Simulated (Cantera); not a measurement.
Cantera run, input and output.

```python
import numpy as np
import cantera as ct

gas = ct.Solution("h2o2.yaml")
gas.TPX = 1325, 320, {'H2': 0.043, 'O2': 1, 'H2O': 0.031}
reactor = ct.IdealGasConstPressureReactor(gas, energy="off", clone=False)
net = ct.ReactorNet([reactor])
net.rtol, net.atol = 1e-08, 1e-18
show = ['H2', 'O2', 'H2O2', 'OH', 'HO2', 'H']
times = np.geomspace(0.0002, 5, 12)

steps = ct.SolutionArray(gas, extra=["t"])
rows = []
print(f"{'t/s':>10s}{'T/K':>9s}{'P/Pa':>11s}" + "".join(f"{s:>11s}" for s in show))
for t in times:
    while net.time < t:
        t_next = net.step()
        steps.append(gas.state, t=t_next)
    rows.append([np.interp(t, steps.t, y) for y in (steps.T, steps.P, *steps(*show).X.T)])
    print(f"{t:10.3e}{rows[-1][0]:9.1f}{rows[-1][1]:11.4g}" + "".join(f"{x:11.3e}" for x in rows[-1][2:]))
rate = np.gradient(steps.T, steps.t)
print("integrator steps:", len(steps.t))
if steps.T.max() > steps.T[0] + 200:
    print(f"time of steepest temperature rise: {steps.t[rate.argmax()]:.4e} s")
gas.TPX = 1325, 320, {'H2': 0.043, 'O2': 1, 'H2O': 0.031}
gas.equilibrate("TP")
print(f"equilibrium (TP): T = {gas.T:.1f} K  " + "  ".join(f"{s} {gas[s].X[0]:.3e}" for s in show))
```

It prints:

```
       t/s      T/K       P/Pa         H2         O2       H2O2         OH        HO2          H
 2.000e-04   1325.0        320  4.004e-02  9.311e-01  3.219e-12  7.216e-09  1.408e-08  8.170e-09
 5.022e-04   1325.0        320  4.004e-02  9.311e-01  2.007e-11  3.150e-08  3.533e-08  1.944e-08
 1.261e-03   1325.0        320  4.004e-02  9.311e-01  1.231e-10  2.214e-07  8.867e-08  1.052e-07
 3.166e-03   1325.0        320  4.001e-02  9.311e-01  7.277e-10  1.131e-05  2.269e-07  5.121e-06
 7.948e-03   1325.0        320  7.451e-03  9.047e-01  3.975e-08  7.384e-03  7.423e-07  6.112e-03
 1.996e-02   1325.0        320  9.494e-04  8.980e-01  2.208e-08  5.186e-03  6.651e-07  5.359e-03
 5.011e-02   1325.0        320  9.202e-04  8.990e-01  2.200e-08  5.109e-03  6.594e-07  5.098e-03
 1.258e-01   1325.0        320  8.519e-04  9.015e-01  2.179e-08  4.922e-03  6.450e-07  4.506e-03
 3.159e-01   1325.0        320  7.059e-04  9.065e-01  2.115e-08  4.492e-03  6.084e-07  3.347e-03
 7.931e-01   1325.0        320  4.587e-04  9.147e-01  1.920e-08  3.637e-03  5.205e-07  1.712e-03
 1.991e+00   1325.0        320  1.960e-04  9.231e-01  1.463e-08  2.388e-03  3.533e-07  4.671e-04
 5.000e+00   1325.0        320  5.340e-05  9.277e-01  8.412e-09  1.250e-03  1.644e-07  6.560e-05
integrator steps: 909
equilibrium (TP): T = 1325.0 K  H2 1.740e-07  O2 9.297e-01  H2O2 2.537e-10  OH 7.153e-05  HO2 2.876e-08  H 1.214e-08
```

Model: the H2/O2 subset of GRI-Mech 3.0, which has no nitrogen chemistry, integrated in Cantera. Radical loss at walls, strong at low pressure, is not modelled. The temperature is held fixed by assumption; the heat of reaction is taken as removed at once.
